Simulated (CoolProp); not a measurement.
A Linde-Hampson liquefier for oxygen: isothermal reversible compression at 280 K from 1 atm to 25 MPa, throttling to 1 atm, return gas leaving the recuperator 2 K below the feed. Each further row changes one setting.

Values from CoolProp's reference Helmholtz-energy equation of state, Schmidt 1985.

```
case                        liquid yield per pass  compression work (kJ/kg of gas)
--------------------------  ---------------------  -------------------------------
as stated                                   0.146                              390
high pressure 50 MPa                        0.189                              441
warm-end temperature 310 K                  0.108                              437
warm-end gap 7 K                            0.135                              390
```

Above 300 K oxygen's equation is extrapolated.
